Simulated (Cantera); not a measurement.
Feed: 1 mol AlCl₃, 6.8 mol N₂O, 2.4 mol H₂, held at 0.0200 bar.

Cantera equilibrium calculation (NASA polynomials, part measured and part estimated; ideal gas, pure solids and liquids). Candidate condensed phases: Al, AlCl₃, AlN, Al₂O₃, H₂O, NH₄Cl; 45 gas species. Kinetics and transport are ignored.

Problem. At 1623 K, list the 5 most abundant gas species with their mole fractions, and the condensed phases.

Solution. N₂ 0.523, HCl 0.207, O₂ 0.163, H₂O 0.0812, Cl 0.0227. Condensed: Al₂O₃(s).
